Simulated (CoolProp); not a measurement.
Properties of R142b along the isotherm 78.05 °C.

Values from CoolProp's reference Helmholtz-energy equation of state, Lemmon 2006. It is a short technical equation, of lower accuracy than the large ones.

```
p (MPa)   phase        Z  cp (kJ/(kg K))  expansivity (1/kK)  viscosity (µPa s)  conductivity (mW/(m K))
-------  ------  -------  --------------  ------------------  -----------------  -----------------------
0.0192      gas   0.9973          0.9201               2.873               12.3                     15.1
0.0395      gas   0.9944          0.9221               2.901               12.3                     15.1
0.0811      gas   0.9884          0.9263               2.960               12.3                     15.1
0.167       gas   0.9758          0.9355               3.090               12.3                     15.1
0.342       gas   0.9493          0.9571               3.390               12.3                     15.1
0.702       gas   0.8897           1.017               4.227               12.3                     15.4
1.44     liquid  0.05175           1.524               3.865                131                     64.0
2.96     liquid   0.1049           1.487               3.491                137                     65.4
6.08     liquid   0.2107           1.435               2.978                147                     67.9
```

Viscosity comes from a separate model (Huber 2003), an estimate that may be off by 10 % or more. Thermal conductivity comes from a separate model (Huber 2003), an estimate that may be off by 10 % or more.
